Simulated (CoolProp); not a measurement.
R141b at 293.15 K and 0.0235 MPa is throttled through a valve to 0.00216 MPa with no heat exchange. Each further row changes one setting.

The numbers come from the reference Helmholtz-energy equation of state, Lemmon 2006 in CoolProp. It is a short technical equation, of lower accuracy than the large ones.

```csv
case,temperature change (K),final density (kg/m³)
as stated,-1.0,?
outlet pressure 0.000648 MPa,?,?
outlet pressure 0.00281 MPa,-1.0,0.135
```

Q: Fill in the missing entries.

A: 
- as stated, final density (kg/m³): 0.104
- outlet pressure 0.000648 MPa, temperature change (K): -1.1
- outlet pressure 0.000648 MPa, final density (kg/m³): 0.0312
